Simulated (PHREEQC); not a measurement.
Dissolve 0.033 mol/kgw NH4Cl, 0.0012 mol/kgw Na2B4O7 and 0.095 mol/kgw KCl at 25 °C. It is in equilibrium with CO2 at log p = -3.4 (atm). Otherwise closed; pH follows from the charge balance.

Model: ion-association model, wateq4f.dat, run in PHREEQC.

The ionic strength comes out as 0.129 mol/kgw. What activity coefficients do H2BO3-, OH-, CO3-2, NH4+, Cl- get?

H2BO3- 0.72, OH- 0.74, CO3-2 0.36, NH4+ 0.77, Cl- 0.74.

Precipitation was switched off in this run. Species that the database lacks are ignored.
